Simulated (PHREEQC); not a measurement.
0.072 g of hydrous ferric oxide (600 m²/g; 0.2 weak and 0.005 strong sites per Fe, Dzombak-Morel constants, diffuse double layer) in 1 kg of water with 0.05 mol/kgw of an inert sodium salt and 5.3e-06 mol MnCl2, at 25 °C; the pH is set by adding NaOH or the inert anion's acid. The system is closed to oxygen. No CO2 enters from the air. No solid was allowed to form.

Equilibrium calculation in PHREEQC: ion-association model, wateq4f.dat.

```json
[
 {"pH": "3", "Mn sorbed (%)": "0.0", "surface charge σ (C/m²)": "0.357", "surface potential ψ (mV)": "169"},
 {"pH": "3.38", "Mn sorbed (%)": "0.0", "surface charge σ (C/m²)": "0.342", "surface potential ψ (mV)": "167"},
 {"pH": "3.75", "Mn sorbed (%)": "0.0", "surface charge σ (C/m²)": "0.317", "surface potential ψ (mV)": "164"},
 {"pH": "4.12", "Mn sorbed (%)": "0.0", "surface charge σ (C/m²)": "0.281", "surface potential ψ (mV)": "158"},
 {"pH": "4.5", "Mn sorbed (%)": "0.0", "surface charge σ (C/m²)": "0.238", "surface potential ψ (mV)": "149"},
 {"pH": "4.88", "Mn sorbed (%)": "0.0", "surface charge σ (C/m²)": "0.194", "surface potential ψ (mV)": "139"},
 {"pH": "5.25", "Mn sorbed (%)": "0.1", "surface charge σ (C/m²)": "0.154", "surface potential ψ (mV)": "127"},
 {"pH": "5.62", "Mn sorbed (%)": "0.2", "surface charge σ (C/m²)": "0.119", "surface potential ψ (mV)": "114"},
 {"pH": "6", "Mn sorbed (%)": "1.1", "surface charge σ (C/m²)": "0.089", "surface potential ψ (mV)": "99"},
 {"pH": "6.38", "Mn sorbed (%)": "4.8", "surface charge σ (C/m²)": "0.064", "surface potential ψ (mV)": "84"},
 {"pH": "6.75", "Mn sorbed (%)": "16.2", "surface charge σ (C/m²)": "0.045", "surface potential ψ (mV)": "68"},
 {"pH": "7.12", "Mn sorbed (%)": "37.8", "surface charge σ (C/m²)": "0.030", "surface potential ψ (mV)": "51"},
 {"pH": "7.5", "Mn sorbed (%)": "61.7", "surface charge σ (C/m²)": "0.018", "surface potential ψ (mV)": "33"},
 {"pH": "7.88", "Mn sorbed (%)": "81.3", "surface charge σ (C/m²)": "0.007", "surface potential ψ (mV)": "14"},
 {"pH": "8.25", "Mn sorbed (%)": "93.8", "surface charge σ (C/m²)": "-0.002", "surface potential ψ (mV)": "-4"},
 {"pH": "8.62", "Mn sorbed (%)": "98.5", "surface charge σ (C/m²)": "-0.012", "surface potential ψ (mV)": "-23"},
 {"pH": "9", "Mn sorbed (%)": "99.7", "surface charge σ (C/m²)": "-0.024", "surface potential ψ (mV)": "-42"}
]
```

Complexes and solids missing from the database can't appear. The oxide is taken as insoluble; below pH 4 it would dissolve.
